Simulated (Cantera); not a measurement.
A closed system holds: 1 mol V2O5, 10 mol H2, 7.2 mol N2, 0.97 mol NH3, at 10.0 mbar.

Cantera equilibrium calculation (NASA polynomials, part measured and part estimated; ideal gas, pure solids and liquids). Candidate condensed phases: H2O, V, VN, VO, V2O3, V2O4, V2O5; 28 gas species. Condensed phases not in the tables: the oxides between V2O3 and V2O5 other than VO2. Rates play no part.

x: gas mole fraction; n: condensed amount in mol.

```
T (°C)   x H2   x N2   x H2O       x H     x VO2      x OH      x VO  n V2O3(s)
------  -----  -----  ------  --------  --------  --------  --------  ---------
627     0.494  0.402   0.104  8.22e-10    <1e-12    <1e-12    <1e-12       1.00
727     0.494  0.402   0.104   1.60e-8    <1e-12  7.46e-12    <1e-12       1.00
827     0.494  0.402   0.104   1.82e-7    <1e-12  1.71e-10    <1e-12       1.00
927     0.494  0.402   0.104         ?         ?         ?    <1e-12       1.00
1027    0.494  0.402   0.104   7.78e-6  8.07e-10   2.15e-8    <1e-12       1.00
1127    0.494  0.402   0.104   3.42e-5   1.92e-8   1.44e-7  2.44e-11       1.00
1227    0.494  0.401   0.104  0.000124   2.94e-7   7.47e-7  6.98e-10      1.000
1327    0.494  0.401   0.104  0.000382   3.17e-6   3.17e-6   1.29e-8      1.000
1427    0.493  0.401   0.104   0.00103   2.54e-5   1.13e-5   1.67e-7      1.000
1527    0.492  0.401   0.104   0.00251  0.000160   3.51e-5   1.60e-6      0.998
1627    0.490  0.400   0.104         ?         ?         ?         ?      0.992
1727    0.486  0.398   0.102    0.0113   0.00352  0.000237   7.26e-5      0.965
1827    0.478  0.392  0.0952    0.0215    0.0128  0.000511  0.000374      0.871
```

Q: Some entries are withheld; supply them.

A: 
- 1627, x H: 0.00555
- 1627, x VO2: 0.000822
- 1627, x OH: 9.65e-5
- 1627, x VO: 1.20e-5
- 927, x H: 1.39e-6
- 927, x VO2: 1.97e-11
- 927, x OH: 2.34e-9
